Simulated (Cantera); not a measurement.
# Equilibrium for fluorocarbon and chlorocarbon gases: CF4 + H2 + CH4

Input: 1 mol CF4, 2.6 mol H2, 1.2 mol CH4, equilibrated at 0.100 bar.

Method: chemical equilibrium by Gibbs-energy minimisation in Cantera with the NASA 1993 tables (ideal gas, pure condensed phases). Candidate condensed phases: C, C6H6, C7H8, C8H18; 95 gas species. Equilibrium is a limit: real reactors are often held back by kinetics, nucleation or transport.

```
T (°C)  log p HF  log p H2  log p CH4  log p H  log p C2H2 (acetylene)  log p H2F2  log p F  log p CH3  n C(graphite)
------  --------  --------  ---------  -------  ----------------------  ----------  -------  ---------  -------------
327        -1.17     -1.86      -1.74     <-13                    <-13       -5.71     <-13       <-13           1.11
527        -1.23     -1.40      -2.68   -12.24                    <-13       -6.49     <-13     -12.35           2.06
727        -1.24     -1.37      -3.76    -9.33                  -10.31       -6.89     <-13     -10.48           2.19
927        -1.24     -1.37      -4.54    -7.39                   -8.36       -7.14   -13.00      -9.28           2.20
1127       -1.24     -1.37      -5.10    -6.00                   -6.97       -7.31   -10.77      -8.43           2.20
1327       -1.24     -1.37      -5.52    -4.95                   -5.93       -7.43    -9.09      -7.80           2.20
1527       -1.24     -1.37      -5.85    -4.13                   -5.12       -7.53    -7.78      -7.31           2.20
1727       -1.24     -1.37      -6.11    -3.47                   -4.49       -7.60    -6.73      -6.92           2.20
1927       -1.25     -1.38      -6.34    -2.94                   -3.97       -7.65    -5.87      -6.61           2.18
```
log p: log10 of the partial pressure in bar; n: condensed amount in mol.

From 327 °C to 1927 °C the condensed part is C(graphite). The main C-bearing gas is CH4 at 327 °C and C2H2 (acetylene) at 1927 °C.
